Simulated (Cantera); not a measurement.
Input: 1 mol SiHCl₃, 42 mol NH₃, at 44000 Pa.

Method: chemical equilibrium by Gibbs-energy minimisation in Cantera with the NASA 1993 tables (ideal gas, pure condensed phases). Candidate condensed phases: NH₄Cl, Si, Si₃N₄; 28 gas species. The tables' values for SiCl, SiN, SiCl₃ are old estimates; treat these amounts as uncertain. Gases not in the tables: Si₂H₆ and higher silanes. Equilibrium is a limit: real reactors are often held back by kinetics, nucleation or transport.

x: gas mole fraction; n: condensed amount in mol.

```tsv
T (K)	x H₂	x N₂	x HCl	x H	x SiCl₂	n Si₃N₄(s)	n Si(l)
998	0.727	0.238	0.0352	2.76e-9	7.85e-10	0.333	0
1098	0.727	0.238	0.0352	3.18e-8	1.44e-8	0.333	0
1198	0.727	0.238	0.0352	…	…	0.333	0
1298	0.727	0.238	0.0351	1.38e-6	1.23e-6	0.333	0
1398	0.727	0.238	0.0351	6.08e-6	7.00e-6	0.333	0
1498	0.727	0.238	0.0351	2.21e-5	3.12e-5	0.332	0
1598	0.727	0.238	0.0349	…	…	0.330	0
1698	0.727	0.238	0.0344	0.000186	0.000346	0.323	0
1798	0.727	0.239	0.0333	0.000452	0.000887	0.307	0
1898	0.727	0.239	0.0312	0.00100	0.00190	0.277	0
1998	0.722	0.244	0.0291	0.00205	0.00281	0	0.730
2098	0.720	0.244	0.0294	0.00394	0.00257	0	0.715
```

Task: Complete the blanks.

Result: 
- 1198, x H: 2.44e-7
- 1198, x SiCl₂: 1.61e-7
- 1598, x H: 6.84e-5
- 1598, x SiCl₂: 0.000113
